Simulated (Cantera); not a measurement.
A Cantera script and what it prints.

```python
import numpy as np
import cantera as ct

gas_names = """
    N N2 Pb Pb2
""".split()
cond_names = """
    Pb(cr) Pb(L)
""".split()


def load(file, names, dense=False):
    # The tables refer to 1 bar. Condensed volumes are neglected.
    table = {s.name: s for s in ct.Species.list_from_file(file)}
    out = []
    for n in names:
        d = dict(table[n].input_data)
        d["thermo"] = dict(d["thermo"], **{"reference-pressure": 1e5})
        if dense:
            d["equation-of-state"] = {"model": "constant-volume", "density": "1e6 g/cm^3"}
        out.append(ct.Species.from_dict(d))
    return out


gas = ct.Solution(thermo="ideal-gas", species=load("nasa_gas.yaml", gas_names))
cond = {s.name: ct.Solution(thermo="fixed-stoichiometry", species=[s], name=s.name)
        for s in load("nasa_condensed.yaml", cond_names, dense=True)}
atoms = {
    'Pb': {'Pb': 1},
    'N2': {'N': 2},
}
top_T = {}  # K; cautious upper limits of use, not melting points


def equilibrate(T, P, feed):
    n = {}
    for name, mol in feed.items():
        for a, k in atoms[name].items():
            n[a] = n.get(a, 0.0) + k * mol
    gas.TPX = T, P, n
    mass = sum(n.values()) * gas.mean_molecular_weight
    gas.equilibrate("TP")
    valid = [c for c in cond.values() if c.min_temp <= T <= top_T.get(c.name, c.max_temp)]
    mix = ct.Mixture([(gas, mass / gas.mean_molecular_weight)] + [(c, 0.0) for c in valid])
    mix.T, mix.P = T, P
    mix.equilibrate("TP", solver="vcs", rtol=1e-11, max_steps=5000)
    return mix


results = []
feed = {'Pb': 1, 'N2': 1.3}  # mol
T = 1123  # K
for P in [10, 42, 180, 750, 3200, 13000, 56000, 240000, 1000000]:
    mix = equilibrate(T, P, feed)
    results.append((T, P, feed, dict(zip(mix.species_names, mix.species_moles))))

top = {s: max(r[3][s] / sum(r[3][g] for g in gas_names) for r in results) for s in gas_names}
cols = sorted((s for s in top if top[s] > 1e-06), key=lambda s: -top[s])[:8]
seen = [c for c in cond_names if any(r[3].get(c, 0) > 1e-12 for r in results)]
print("log10 of partial pressures in bar; condensed amounts in mol")
print(f"{'P/Pa':>10s}" + "".join(f"{s[:9]:>10s}" for s in cols + seen))
for T, P, feed, n in results:
    ng = sum(n[g] for g in gas_names)
    print(f"{P:10.4g}" + "".join(f"{np.log10(max(n[s] / ng * P / 1e5, 1e-99)):10.3f}" for s in cols)
          + "".join(f"{n.get(c, 0):10.4g}" for c in seen))
```

Result:

```
log10 of partial pressures in bar; condensed amounts in mol
      P/Pa        N2        Pb       Pb2     Pb(L)
        10    -4.248    -4.362    -9.780         0
        42    -3.625    -3.738    -8.533         0
       180    -2.791    -3.738    -8.533    0.8531
       750    -2.136    -3.738    -8.533    0.9675
      3200    -1.497    -3.738    -8.533    0.9925
   1.3e+04    -0.887    -3.738    -8.533    0.9982
   5.6e+04    -0.252    -3.738    -8.533    0.9996
   2.4e+05     0.380    -3.738    -8.533    0.9999
     1e+06     1.000    -3.738    -8.533         1
```

These are equilibrium values from Cantera (NASA tables, ideal gas, pure condensed phases), not measurements of a reactor.
